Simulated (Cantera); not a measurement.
Cantera run:

```python
import numpy as np
import cantera as ct

gas_names = [...]  # 113 gases of nasa_gas.yaml made of C, H, O, Ti
cond_names = """
    C(gr) C6H6(L) C7H8(L) C8H18(L),n-octa H2O(s) H2O(L) Ti(a) Ti(b) Ti(L) TiC(s) TiC(L) TiO(a) TiO(b)
    TiO(L) TiO2(ru) TiO2(L) Ti2O3(a) Ti2O3(b) Ti2O3(L) Ti3O5(a) Ti3O5(b) Ti3O5(L) Ti4O7(s) Ti4O7(L)
""".split()


# ... load() reads the species with a 1 bar reference pressure and builds the phases ...
atoms = {
    'Ti(OiPr)4': {'Ti': 1, 'C': 12, 'H': 28, 'O': 4},
    'O2': {'O': 2},
    'C3H8': {'C': 3, 'H': 8},
}
top_T = {'C(gr)': 4500}  # K; cautious upper limits of use, not melting points


# ... equilibrate(T, P, feed) seeds the gas with the atoms and calls Mixture.equilibrate('TP', solver="vcs", rtol=1e-11, max_steps=5000) ...
results = []
feed = {'Ti(OiPr)4': 1, 'O2': 3.3, 'C3H8': 0.66}  # mol
T = 1275  # K
for P in [10, 46, 220, 1000, 4600, 22000, 100000]:
    mix = equilibrate(T, P, feed)
    results.append((T, P, feed, dict(zip(mix.species_names, mix.species_moles))))

top = {s: max(r[3][s] / sum(r[3][g] for g in gas_names) for r in results) for s in gas_names}
cols = sorted((s for s in top if top[s] > 0.001), key=lambda s: -top[s])[:7]
seen = [c for c in cond_names if any(r[3].get(c, 0) > 1e-12 for r in results)]
print("log10 of partial pressures in bar; condensed amounts in mol")
print(f"{'P/Pa':>10s}" + "".join(f"{s[:9]:>10s}" for s in cols + seen))
for T, P, feed, n in results:
    ng = sum(n[g] for g in gas_names)
    print(f"{P:10.4g}" + "".join(f"{np.log10(max(n[s] / ng * P / 1e5, 1e-99)):10.3f}" for s in cols)
          + "".join(f"{n.get(c, 0):10.4g}" for c in seen))
```

Result:

```
log10 of partial pressures in bar; condensed amounts in mol
      P/Pa        H2        CO       CH4       H2O     C(gr)    TiC(s)  TiO2(ru)  Ti3O5(b)  Ti4O7(s)
        10    -4.214    -4.410   -10.461   -10.557      2.38         1         0         0         0
        46    -3.551    -3.747    -9.136    -9.232      2.38         1         0         0         0
       220    -2.872    -3.067    -7.776    -7.872      2.38         1         0         0         0
      1000    -2.214    -2.410    -6.461    -6.557      2.38         1         0         0         0
      4600    -1.524    -1.794    -5.081    -5.252     5.046         0         0    0.3333         0
   2.2e+04    -0.844    -1.117    -3.720    -3.894     5.127         0         0         0      0.25
     1e+05    -0.185    -0.470    -2.402    -2.588     5.366         0         1         0         0
```

Equilibrium computed with Cantera from the NASA thermochemical tables; the gas is ideal and each condensed phase is pure. The feed counts by its element totals alone. TiC: taken at fixed stoichiometry. Condensed phases not in the tables: Magnéli phases beyond Ti4O7.
